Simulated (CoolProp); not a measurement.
Model: reference Helmholtz-energy equation of state, Lemmon 2006, in CoolProp. It is a short technical equation, of lower accuracy than the large ones.

Problem. Give the vapour pressure (MPa), liquid density (kg/m³), vapour density (kg/m³), enthalpy of vaporisation (kJ/kg) of saturated C3F8 (R218) at -70.05, -57.95, -21.65 °C.

Solution. 
| T (°C) | p (MPa) | liquid density (kg/m³) | vapour density (kg/m³) | enthalpy of vaporisation (kJ/kg) |
|---|---|---|---|---|
| -70.05 | 0.0167 | 1740 | 1.89 | 116 |
| -57.95 | 0.0348 | 1690 | 3.75 | 112 |
| -21.65 | 0.192 | 1550 | 18.8 | 99.3 |
